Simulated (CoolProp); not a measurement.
Computed with CoolProp (reference Helmholtz-energy equation of state, Akasaka 2023).

### Question
Give the vapour pressure (bar), liquid density (kg/m³), enthalpy of vaporisation (kJ/kg), liquid cp (kJ/(kg K)) of saturated R1224YDZ at 378.9 K.

### Answer
```tsv
T (K)	p (bar)	liquid density (kg/m³)	enthalpy of vaporisation (kJ/kg)	liquid cp (kJ/(kg K))
378.9	13.1	1090	113	1.42
```
